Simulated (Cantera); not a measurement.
Feed: 1 mol B, 4 mol N2, 0.12 mol H2, held at 2000 K.

These are equilibrium values from Cantera (NASA tables, ideal gas, pure condensed phases), not measurements of a reactor. Candidate condensed phases: B, BN; 15 gas species. Kinetics and transport are ignored.

Task: At 1.00 bar, list the 3 most abundant gas species with their mole fractions, and the condensed phases.

Result: N2 0.967, H2 0.0330, H 0.000295. Condensed: BN(s).
